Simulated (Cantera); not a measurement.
## Premixed flame

A freely propagating, adiabatic, planar premixed flame of 7.26 % CH4, 7.98 % H2, 15.4 % O2, 69.4 % N2, equivalence ratio 1.2, unburnt at 523 K and 5.00 bar; mixture-averaged transport, grid criteria slope 0.08 and curve 0.16, no radiation.

Cantera simulation using GRI-Mech 3.0 (53 species, 325 reactions); the numbers are that mechanism's predictions, not measurements. Burning velocities carry a grid error of a few per cent, more on coarse grids.

| z (mm) | T (K) | u (m/s) | x CH4 | x H2 | x O2 | x CH2CO | x CO | x H2O |
|---|---|---|---|---|---|---|---|---|
| -0.336 | 524 | 0.570 | 0.0727 | 0.0777 | 0.154 | <1e-8 | 6.46e-6 | 0.000109 |
| -0.224 | 531 | 0.576 | 0.0727 | 0.0741 | 0.154 | 4.06e-8 | 7.79e-5 | 0.000976 |
| -0.168 | 550 | 0.594 | 0.0723 | 0.0698 | 0.154 | 2.43e-7 | 0.000328 | 0.00347 |
| -0.112 | 654 | 0.703 | 0.0681 | 0.0618 | 0.149 | 3.33e-6 | 0.00225 | 0.0171 |
| -0.0561 | 1095 | 1.18 | 0.0469 | 0.0499 | 0.114 | 4.37e-5 | 0.0139 | 0.0714 |
| -0.0280 | 1491 | 1.62 | 0.0260 | 0.0438 | 0.0760 | 0.000114 | 0.0271 | 0.118 |
| 0 | 1851 | 2.02 | 0.00704 | 0.0373 | 0.0348 | 0.000103 | 0.0395 | 0.162 |
| 0.0280 | 2017 | 2.20 | 0.000785 | 0.0313 | 0.0118 | 1.69e-5 | 0.0408 | 0.184 |
| 0.0561 | 2070 | 2.25 | 6.09e-5 | 0.0288 | 0.00425 | 1.35e-6 | 0.0370 | 0.189 |
| 0.112 | 2113 | 2.29 | 6.01e-7 | 0.0285 | 0.00131 | 1.88e-8 | 0.0329 | 0.191 |
| 0.224 | 2149 | 2.32 | <1e-8 | 0.0287 | 0.000510 | <1e-8 | 0.0316 | 0.193 |
| 0.449 | 2174 | 2.35 | <1e-8 | 0.0286 | 0.000173 | <1e-8 | 0.0315 | 0.195 |
| 0.897 | 2186 | 2.36 | <1e-8 | 0.0286 | 5.10e-5 | <1e-8 | 0.0316 | 0.196 |
x: mole fraction of selected species; z is measured from the peak of heat release.

```
Quantity                      Value
------------------------  ---------
laminar burning velocity  57.0 cm/s
thermal thickness          0.112 mm
peak x(CH2CO)              0.000134
peak x(CO)                   0.0416
grid points                     151
```
